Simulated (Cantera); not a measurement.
Cantera with NASA thermochemical tables; ideal gases at 1 bar, condensed phases pure. Values are per mole of reaction as written; species without (g) are pure solids or liquids, kept so even where they would boil at 1 bar.

Task: Between 1773 and 1923 K, where is each reaction favourable under standard conditions?
- 2 H₂O₂(g) + V ⇌ VO₂(g) + 2 H₂O(g)

Result: 
- 2 H₂O₂(g) + V ⇌ VO₂(g) + 2 H₂O(g): ΔG° is -686 kJ at 1773 K and -704 kJ at 1923 K; it stays negative (K > 1). ΔH° is -470 kJ and ΔS° 122 J/K at 1923 K.
